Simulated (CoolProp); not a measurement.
Properties of the fluoroketone C6F12O (FK-5-1-12) at several states.

Model: reference Helmholtz-energy equation of state, McLinden 2015, in CoolProp.

```
T (°C)  p (MPa)   phase  Z  speed of sound (m/s)
------  -------  ------  -  --------------------
12.65       4.4  liquid  …                     …
0.45     0.0139  liquid  …                 582.0
-57.65     2.74  liquid  …                 785.3
```

### Question
Fill in the missing entries.

### Answer

- 12.65, Z: 0.3533
- 12.65, speed of sound (m/s): 574.1
- 0.45, Z: 0.001154
- -57.65, Z: 0.2628
